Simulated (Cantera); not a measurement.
Input: 1 mol Cu, 1.6 mol F2, 0.59 mol H2, at 1350 K and 1000 Pa.

Method: chemical equilibrium by Gibbs-energy minimisation in Cantera with the NASA 1993 tables (ideal gas, pure condensed phases). Candidate condensed phases: Cu, CuF2; 15 gas species. Kinetics and transport are ignored.

Base state: HF 0.536, CuF2 0.453, F 0.0103, CuF 0.00120 (mole fractions); condensed: gas only.

Q: What changes in the equilibrium state with this change: F2 from 1.6 to 1.4 mol?

A: 
| species | before | after |
|---|---|---|
| HF | 0.536 | 0.541 |
| CuF2 | 0.453 | 0.284 |
| CuF | 0.00120 | 0.174 |
| F | 0.0103 | 4.45e-5 |

Q: What changes in the equilibrium state with this change: F2 from 1.6 to 2 mol?

A: 
```
species   before     after
-------  -------  --------
HF         0.536     0.393
CuF2       0.453     0.333
F         0.0103     0.273
F2       6.28e-7  0.000442
CuF      0.00120   3.34e-5
```

Q: What changes in the equilibrium state with this change: H2 from 0.59 to 1 mol?

A: 
```tsv
species	before	after
HF	0.536	0.667
CuF	0.00120	0.267
CuF2	0.453	0.0667
F	0.0103	6.83e-6
Cu	<1e-9	2.51e-5
```
